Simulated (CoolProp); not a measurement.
Vapour pressure (MPa) of 1,2-dichloroethane: the reference equation beside estimates from Tc = 561.6 K, pc = 5.226 MPa, ω = 0.269. Clausius-Clapeyron is anchored at 323.1 K with a constant enthalpy of vaporisation of 33.86 kJ/mol.

Computed with CoolProp (reference Helmholtz-energy equation of state, Thol 2015).

| T (K) | reference | Lee-Kesler | Clausius-Clapeyron | van der Waals | Redlich-Kwong | Soave-Redlich-Kwong | Peng-Robinson |
|---|---|---|---|---|---|---|---|
| 270.4 | 0.002379 | 0.002144 | 0.002666 | 0.1120 | 0.006888 | 0.002212 | 0.002427 |
| 280.9 | 0.004347 | 0.003963 | 0.004681 | 0.1456 | 0.01187 | 0.004075 | 0.004403 |
| 291.5 | 0.007589 | 0.007001 | 0.007929 | 0.1863 | 0.01954 | 0.007172 | 0.007645 |
| 302 | 0.01260 | 0.01175 | 0.01289 | 0.2341 | 0.03066 | 0.01200 | 0.01264 |
| 312.6 | 0.02019 | 0.01904 | 0.02036 | 0.2903 | 0.04650 | 0.01936 | 0.02019 |
| 323.1 | 0.03109 | 0.02962 | 0.03109 | 0.3548 | 0.06791 | 0.03000 | 0.03101 |
| 333.7 | 0.04654 | 0.04476 | 0.04639 | 0.4292 | 0.09659 | 0.04520 | 0.04633 |
| 344.2 | 0.06744 | 0.06544 | 0.06732 | 0.5128 | 0.1334 | 0.06588 | 0.06708 |
| 354.8 | 0.09558 | 0.09350 | 0.09586 | 0.6078 | 0.1804 | 0.09388 | 0.09502 |
| 365.3 | 0.1319 | 0.1300 | 0.1333 | 0.7128 | 0.2382 | 0.1302 | 0.1312 |

Absolute difference from the reference over all 10 rows, mean and median: Lee-Kesler 5.4 and 5.2 %, Clausius-Clapeyron 2.9 and 1.0 %, van der Waals 1680.8 and 1189.5 %, Redlich-Kwong 128.7 and 124.4 %, Soave-Redlich-Kwong 3.9 and 3.8 %, Peng-Robinson 0.7 and 0.5 %.
